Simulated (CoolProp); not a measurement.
Vapour-liquid equilibrium of propylene (1) + propane (2) at 298 K; x and y are mole fractions of (1).

The numbers come from the multi-fluid Helmholtz-energy mixture model, Lemmon 2013 and Lemmon 2009; pair parameters Bell 2016 in CoolProp.

| x | bubble pressure (MPa) | y at the bubble point | dew pressure at overall composition x (MPa) | liquid density (mol/L) |
|---|---|---|---|---|
| 0.05 | 0.9627 | 0.061 | 0.9601 | 11.21 |
| 0.15 | 0.9897 | 0.177 | 0.9835 | 11.28 |
| 0.25 | 1.015 | 0.286 | 1.007 | 11.35 |
| 0.35 | 1.038 | 0.390 | 1.029 | 11.43 |
| 0.45 | 1.060 | 0.489 | 1.052 | 11.51 |
| 0.55 | 1.080 | 0.585 | 1.073 | 11.60 |
| 0.65 | 1.099 | 0.679 | 1.093 | 11.69 |
| 0.75 | 1.115 | 0.771 | 1.112 | 11.78 |
| 0.85 | 1.130 | 0.863 | 1.128 | 11.88 |
| 0.95 | 1.144 | 0.954 | 1.143 | 11.98 |

No azeotrope shows between x = 0.05 and 0.95.

The pair parameters rest on a limited set of measurements; away from them the model extrapolates.
